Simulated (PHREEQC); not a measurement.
Nickel, zinc or cadmium bath: speciation

Solution (85 °C): 0.17 mol NiCl2 and 0.025 mol Na2SO4 per kg of water. Closed to the air; pH follows from the charge balance.

The numbers come from PHREEQC with the ion-association model, wateq4f.dat.

No solid was allowed to form.

Problem. Predict the pH, ionic strength.

Solution. pH 5.06; ionic strength 0.459 mol/kgw.

Problem. In which forms is Cl present?

Solution. Cl- 89 %, NiCl+ 6.0 %, NiCl2 5.1 % of the Cl.

Species that the database lacks are ignored. At this temperature some constants are extrapolated from 25 °C, and those without enthalpy data are left unchanged.
